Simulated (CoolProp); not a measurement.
Properties of R134a along the isotherm -33.85 °C (Tc = 101.1 °C, pc = 40.59 bar, ω = 0.327).

The numbers come from the reference Helmholtz-energy equation of state, Tillner-Roth 1994 in CoolProp.

| p (bar) | phase | density (kg/m³) | cp (kJ/(kg K)) | cv (kJ/(kg K)) | conductivity (mW/(m K)) | Prandtl number | fugacity coefficient |
|---|---|---|---|---|---|---|---|
| 5.07 | liquid | 1401 | 1.265 | 0.8396 | 108 | 5.00 | 0.1359 |
| 10.1 | liquid | 1402 | 1.263 | 0.8396 | 108 | 5.02 | 0.06947 |
| 15.2 | liquid | 1403 | 1.262 | 0.8397 | 108 | 5.03 | 0.04703 |
| 20.3 | liquid | 1405 | 1.261 | 0.8398 | 109 | 5.04 | 0.03587 |
| 25.4 | liquid | 1406 | 1.260 | 0.8398 | 109 | 5.05 | 0.02921 |
| 30.4 | liquid | 1407 | 1.259 | 0.8399 | 109 | 5.06 | 0.02485 |
| 35.5 | liquid | 1408 | 1.257 | 0.8400 | 109 | 5.08 | 0.02168 |
| 40.6 | liquid | 1409 | 1.256 | 0.8401 | 109 | 5.09 | 0.01931 |
| 45.7 | liquid | 1411 | 1.255 | 0.8402 | 110 | 5.10 | 0.01748 |
| 50.7 | liquid | 1412 | 1.254 | 0.8403 | 110 | 5.11 | 0.01605 |
| 55.8 | liquid | 1413 | 1.253 | 0.8404 | 110 | 5.13 | 0.01485 |
| 60.9 | liquid | 1414 | 1.252 | 0.8405 | 110 | 5.14 | 0.01386 |

Viscosity comes from a separate model (Huber 2003), an estimate that may be off by 10 % or more. Thermal conductivity comes from a separate model (McLinden 2000), an estimate that may be off by 10 % or more.
